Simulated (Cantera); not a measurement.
Mixture: 17.5 % H₂, 12.5 % O₂, 69.9 % N₂, 0.210 % NO, at 5630 Torr, adiabatic and at constant volume. Ignition delay is the time to a rise of 400 K.

Model: GRI-Mech 3.0 (53 species, 325 reactions), integrated in Cantera. The hydrogen kinetics of GRI-Mech 3.0 are dated; newer H2 mechanisms differ, most at raised pressure. The mechanism lacks 2 NO + O2 → 2 NO2 and HONO, so NO2 and the effect of NO are under-described below about 1400 K. Below about 950 K walls govern HO2 and H2O2 in real vessels.

**Question.** Predict: delay at 925 K; delay at 1025 K; delay at 1125 K; delay at 1225 K; delay at 1325 K; apparent activation energy between 1225 and 1325 K.

**Answer.** 
| Property | Value |
|---|---|
| delay at 925 K | 0.487 ms |
| delay at 1025 K | 0.134 ms |
| delay at 1125 K | 35.5 µs |
| delay at 1225 K | 11.5 µs |
| delay at 1325 K | 5.44 µs |
| apparent activation energy between 1225 and 1325 K | 100 kJ/mol |
